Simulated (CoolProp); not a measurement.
The fluid at 193.63 K and 0.00933 MPa (gas) is heated at constant pressure to 291.5 K. The same conditions are run with several fluids, on thermodynamics alone (safety and materials aside).

Model: reference Helmholtz-energy equation of state of each fluid (propane: Lemmon 2009; carbonyl sulfide: Lemmon 2006; CH3F (R41): Lemmon 2006; R13: Platzer 1990; hydrogen chloride: Thol 2018), in CoolProp. The equations of Platzer and Polt are older, rougher fits.

```tsv
fluid	heat (kJ/kg)	final density (kg/m³)
propane	141	0.170
carbonyl sulfide	[?]	[?]
CH3F (R41)	[?]	0.131
R13	[?]	0.402
hydrogen chloride	[?]	[?]
```

### Question
Fill in the missing entries.

### Answer

- carbonyl sulfide, heat (kJ/kg): 62.5
- carbonyl sulfide, final density (kg/m³): 0.232
- CH3F (R41), heat (kJ/kg): 102
- R13, heat (kJ/kg): 55.7
- hydrogen chloride, heat (kJ/kg): 78.4
- hydrogen chloride, final density (kg/m³): 0.140
